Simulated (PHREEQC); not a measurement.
0.026 g of hydrous ferric oxide (600 m²/g; 0.2 weak and 0.005 strong sites per Fe, Dzombak-Morel constants, diffuse double layer) in 1 kg of water with 0.05 mol/kgw of an inert sodium salt, at 25 °C; the pH is set by adding NaOH or the inert anion's acid. O2 is buffered at 0.21 atm. CO2 from the air is kept out. Precipitation was switched off in this run.

Base run: PHREEQC, ion-association model, wateq4f.dat. Each further column changes one thing. The table gives surface potential ψ (mV).

```
pH    base  background salt from 0.05 to 0.005 mol/kgw  oxide from 0.026 to 0.13 g/kgw  1.1e-05 mol/kgw Ag2SO4 added
----  ----  ------------------------------------------  ------------------------------  ----------------------------
4      160                                         194                             160                           143
4.75   142                                         [?]                             142                           129
5.12   131                                         153                             131                           120
5.88   104                                         120                             104                            99
6.25    89                                         [?]                              89                            87
7       56                                         [?]                              56                           [?]
7.75    18                                          20                              18                            18
8.12    -1                                          -1                              -1                            -1
8.88   -39                                         -43                             -39                           -39
9.25   -57                                         [?]                             -57                           -56
10     -90                                        -103                             -90                           -87
```

### Question
Complete the blanks.

### Answer

- 4.75, background salt from 0.05 to 0.005 mol/kgw: 168
- 6.25, background salt from 0.05 to 0.005 mol/kgw: 101
- 7, background salt from 0.05 to 0.005 mol/kgw: 62
- 7, 1.1e-05 mol/kgw Ag2SO4 added: 55
- 9.25, background salt from 0.05 to 0.005 mol/kgw: -64
